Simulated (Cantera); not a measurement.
Feed: 1 mol SiCl₄, 200 mol H₂.

Equilibrium computed with Cantera from the NASA thermochemical tables; the gas is ideal and each condensed phase is pure. Candidate condensed phases: Si; 19 gas species. The tables' values for SiCl₃ are old estimates. Rates play no part.

What condenses at these points (T in K, P in Pa): (1048, 16000); (1073, 200000); (1023, 1300); (1048, 200000); (923, 200000)?


```json
[
 {"T (K)": "1048", "P in Pa": "16000", "condensed phases": "Si", "Si condensed (%)": "36.6"},
 {"T (K)": "1073", "P in Pa": "200000", "condensed phases": "Si", "Si condensed (%)": "10.1"},
 {"T (K)": "1023", "P in Pa": "1300", "condensed phases": "Si", "Si condensed (%)": "60.1"},
 {"T (K)": "1048", "P in Pa": "200000", "condensed phases": "Si", "Si condensed (%)": "4.7"},
 {"T (K)": "923", "P in Pa": "200000", "condensed phases": "gas only", "Si condensed (%)": "0.0"}
]
```
